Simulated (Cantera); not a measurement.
A freely propagating, adiabatic, planar premixed flame of 10.2 % CH3OH, 22.4 % O2, 67.5 % N2, equivalence ratio 0.68, unburnt at 698 K and 450 Torr; mixture-averaged transport, grid criteria slope 0.08 and curve 0.16, no radiation.

Model: GRI-Mech 3.0 (53 species, 325 reactions), integrated in Cantera. GRI-Mech 3.0 was tuned for natural gas; its chemistry of methanol as a main component is partial and can be far from experiment. Burning velocities carry a grid error of a few per cent, more on coarse grids.

Predict: laminar burning velocity; thermal thickness; peak x(CH4); peak x(CH2); peak x(HCN); peak x(H).


* **laminar burning velocity**: 152 cm/s
* **thermal thickness**: 0.433 mm
* **peak x(CH4)**: 4.09e-5
* **peak x(CH2)**: 4.08e-6
* **peak x(HCN)**: 3.79e-8
* **peak x(H)**: 0.00688
